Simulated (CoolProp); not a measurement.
The numbers come from the reference Helmholtz-energy equation of state, Thol 2015 in CoolProp.

### Question
Give the vapour pressure (MPa), vapour density (kg/m³), enthalpy of vaporisation (kJ/kg), liquid cp (kJ/(kg K)) of saturated octamethylcyclotetrasiloxane (D4) at 418.1 K.

### Answer
```tsv
T (K)	p (MPa)	vapour density (kg/m³)	enthalpy of vaporisation (kJ/kg)	liquid cp (kJ/(kg K))
418.1	0.0430	3.83	143	1.92
```
